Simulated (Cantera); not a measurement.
A closed system holds: 1 mol N2O, 0.12 mol SO2, 32 mol N2, held at 625 K and 1.00 Torr.

Equilibrium computed with Cantera from the NASA thermochemical tables; the gas is ideal and each condensed phase is pure. Candidate condensed phases: S; 17 gas species. The numbers say what is thermodynamically allowed, not how fast it happens.

Base state: N2 0.983, O2 0.0133, SO3 0.00323, SO2 0.000349 (mole fractions); condensed: gas only.

### Question
What changes in the equilibrium state with this change: temperature from 625 K to 1773 K?

### Answer
```json
[
 {"species": "N2", "before": "0.983", "after": "0.981"},
 {"species": "O2", "before": "0.0133", "after": "0.0142"},
 {"species": "SO2", "before": "0.000349", "after": "0.00356"},
 {"species": "SO3", "before": "0.00323", "after": "1.79e-7"},
 {"species": "O", "before": "<1e-9", "after": "0.000306"},
 {"species": "NO", "before": "1.20e-8", "after": "0.00110"},
 {"species": "SO", "before": "<1e-9", "after": "1.19e-5"}
]
```
